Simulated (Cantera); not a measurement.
Charge: 1 mol Pb, a varied amount of O2, 2.3 mol N2, held at 2800 Pa.

Equilibrium computed with Cantera from the NASA thermochemical tables; the gas is ideal and each condensed phase is pure. Candidate condensed phases: Pb, PbO, PbO2, Pb3O4; 12 gas species. Each liquid is taken as pure. Mutual solubility and eutectic melting of coexisting phases are not modelled. Equilibrium is a limit: real reactors are often held back by kinetics, nucleation or transport.

Stable condensed phases, one row left out:

```
T in K \ n(O2) in mol
         0.014 0.017 0.021 0.026 0.032  0.04 0.049 0.061 0.075
   1323      A     A     A     A     A     B     B     B     B
   1298      A     A     B     B     B     B     B     B     B
   1248      B     B     B     B     B     B     B     B     B
   1223      B     B     B     B     B     B     B     B     B
   1198      B     B     B     B     B     B     B     B     B
   1173      B     B     B     B     B     B     B     B     B
   1148      B     B     B     B     B     B     B     B     B
   1123      B     B     B     B     B     B     B     B     B
   1098      B     B     B     B     B     B     B     B     B
   1073      B     B     B     B     B     B     B     B     B
```

A: Pb; B: Pb + PbO.

Task: Give the row for 1273 K.

Result: 0.014: Pb + PbO; 0.017: Pb + PbO; 0.021: Pb + PbO; 0.026: Pb + PbO; 0.032: Pb + PbO; 0.04: Pb + PbO; 0.049: Pb + PbO; 0.061: Pb + PbO; 0.075: Pb + PbO.
